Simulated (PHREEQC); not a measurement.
Consider water at 89 °C with 0.0031 mol KHCO3, 3.8e-05 mol NH3 and 0.24 mol NaCl per kg of water. Closed to the air; pH follows from the charge balance.

Computed with PHREEQC (ion-association model, wateq4f.dat).

```csv
quantity,before,after
pH,7.35,7.93
ionic strength (mol/kgw),0.243,0.243
HCO3- (mol/kgw),0.00256,0.00278
NH4+ (mol/kgw),2.79e-5,3.62e-5
CO3-2 (mol/kgw),1.19e-5,3.12e-5
NH3 (mol/kgw),1.01e-5,1.84e-6
```

Task: What was changed between the two runs?
A) NaCl left out
B) temperature from 89 to 30 °C
C) NaCl from 0.24 to 0.36 mol/kgw
D) 0.18 mol/kgw NaOH added
E) diluted 100-fold with water

Result: B, temperature from 89 to 30 °C

This is a speciation only: nothing precipitates in the calculation. At this temperature some constants are extrapolated from 25 °C, and those without enthalpy data are left unchanged.
